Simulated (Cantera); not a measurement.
An isothermal, constant-pressure homogeneous reactor starts with 8.70 % H2, 21.2 % O2, 70.1 % N2, equivalence ratio 0.20, at 1125 K and 0.415 atm.

Computed with Cantera and the H2/O2 subset of GRI-Mech 3.0, which has no nitrogen chemistry. The temperature is held fixed by assumption; the heat of reaction is taken as removed at once.

x: mole fraction; the columns are a selection and need not sum to one.

```json
[
 {"t (s)": "7.00e-5", "x H2": "0.0870", "x O2": "0.212", "x H2O2": "1.71e-10", "x H2O": "1.08e-6", "x HO2": "1.34e-7", "x H": "6.75e-7", "x OH": "1.45e-7"},
 {"t (s)": "0.000305", "x H2": "0.00380", "x O2": "0.176", "x H2O2": "5.47e-6", "x H2O": "0.0846", "x HO2": "5.09e-5", "x H": "0.00246", "x OH": "0.00170"},
 {"t (s)": "0.00133", "x H2": "0.000181", "x O2": "0.176", "x H2O2": "1.26e-6", "x H2O": "0.0907", "x HO2": "9.01e-6", "x H": "6.30e-6", "x OH": "0.000155"},
 {"t (s)": "0.00581", "x H2": "1.26e-5", "x O2": "0.176", "x H2O2": "2.36e-7", "x H2O": "0.0910", "x HO2": "1.00e-6", "x H": "1.37e-7", "x OH": "4.60e-5"},
 {"t (s)": "0.0253", "x H2": "4.24e-7", "x O2": "0.176", "x H2O2": "4.08e-8", "x H2O": "0.0910", "x HO2": "9.75e-8", "x H": "4.14e-9", "x OH": "1.59e-5"},
 {"t (s)": "0.111", "x H2": "2.46e-8", "x O2": "0.176", "x H2O2": "7.91e-9", "x H2O": "0.0910", "x HO2": "1.58e-8", "x H": "2.60e-10", "x OH": "6.44e-6"},
 {"t (s)": "0.482", "x H2": "(withheld)", "x O2": "0.176", "x H2O2": "(withheld)", "x H2O": "0.0910", "x HO2": "(withheld)", "x H": "2.49e-11", "x OH": "(withheld)"},
 {"t (s)": "2.10", "x H2": "1.19e-9", "x O2": "0.176", "x H2O2": "4.76e-10", "x H2O": "0.0910", "x HO2": "3.36e-9", "x H": "3.63e-12", "x OH": "1.49e-6"},
 {"t (s)": "9.17", "x H2": "8.14e-10", "x O2": "0.176", "x H2O2": "2.92e-10", "x H2O": "0.0910", "x HO2": "3.71e-9", "x H": "1.98e-12", "x OH": "1.15e-6"},
 {"t (s)": "40.0", "x H2": "8.11e-10", "x O2": "0.176", "x H2O2": "2.90e-10", "x H2O": "0.0910", "x HO2": "3.71e-9", "x H": "1.97e-12", "x OH": "1.15e-6"}
]
```

**Question.** What belongs in the gaps?

**Answer.** 
- 0.482, x H2: 4.42e-9
- 0.482, x H2O2: 1.76e-9
- 0.482, x HO2: 4.46e-9
- 0.482, x OH: 2.93e-6
